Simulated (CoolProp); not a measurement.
Water at several states: fugacity coefficient from the reference equation and from simpler models built on Tc = 647.1 K, pc = 220.6 bar, ω = 0.344; each cubic takes its own stable root.

Model: reference Helmholtz-energy equation of state, Wagner 2002, in CoolProp.

| T (K) | p (bar) | phase | reference | van der Waals | Redlich-Kwong | Soave-Redlich-Kwong |
|---|---|---|---|---|---|---|
| 728.7 | 104 | gas | 0.9015 | 0.8967 | 0.8897 | 0.8994 |
| 790.3 | 93.6 | gas | 0.9356 | 0.9243 | 0.9222 | 0.9347 |
| 774.1 | 9.57 | gas | 0.9928 | 0.9918 | 0.9913 | 0.9925 |
| 699.3 | 2.1 | gas | 0.9977 | 0.9977 | 0.9974 | 0.9976 |
